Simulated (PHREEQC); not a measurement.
## Nickel, zinc or cadmium bath

Consider water at 8.4 °C with 0.011 mol/kgw NiSO4, 0.0016 mol/kgw KCl and 0.3 mol/kgw FeSO4. Closed to the air; pH follows from the charge balance.

Model: ion-association model, wateq4f.dat, run in PHREEQC.

```
Item                      Result
-----------------  -------------
pH                          6.04
ionic strength     0.676 mol/kgw
activity of water          0.992
```

| species | molality | activity | log γ |
|---|---|---|---|
| SO4-2 | 0.168 | 0.0317 | -0.725 |
| Fe+2 | 0.164 | 0.0388 | -0.626 |
| FeSO4 | 0.136 | 0.159 | 0.068 |
| NiSO4 | 0.00650 | 0.00759 | 0.068 |
| Ni+2 | 0.00445 | 0.00143 | -0.494 |
| Cl- | 0.00152 | 0.000957 | -0.201 |
| K+ | 0.00139 | 0.000875 | -0.201 |

This is a speciation only: nothing precipitates in the calculation. In wateq4f.dat the enthalpy of Ni(OH)2 has the wrong sign, so its saturation index can't be trusted away from 25 °C. Constants without temperature data keep their 25 °C values here.
